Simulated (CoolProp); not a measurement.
Vapour-liquid equilibrium of cyclopentane (1) + octamethylcyclotetrasiloxane (D4) (2) at 460.6 K; x and y are mole fractions of (1).

Model: multi-fluid Helmholtz-energy mixture model, Gedanitz 2015 and Thol 2015; pair parameters Bell 2016, in CoolProp.

```csv
x,bubble pressure (bar),y at the bubble point,dew pressure at overall composition x (bar),liquid density (mol/L)
0.05,1.851,0.282,1.420,2.625
0.15,2.960,0.574,1.579,2.847
0.25,4.235,0.722,1.777,3.103
0.35,5.700,0.811,2.030,3.399
0.45,7.385,0.869,2.363,3.746
0.55,9.323,0.910,2.823,4.157
0.65,11.55,0.940,3.502,4.653
0.75,14.12,0.963,4.608,[?]
0.85,[?],0.981,6.734,6.018
0.95,20.27,[?],12.55,6.987
```

Problem. Fill in the missing entries.

Solution. 
- 0.75, liquid density (mol/L): 5.259
- 0.85, bubble pressure (bar): 17.04
- 0.95, y at the bubble point: 0.994

No azeotrope shows between x = 0.05 and 0.95.

The pair parameters rest on a limited set of measurements; away from them the model extrapolates.
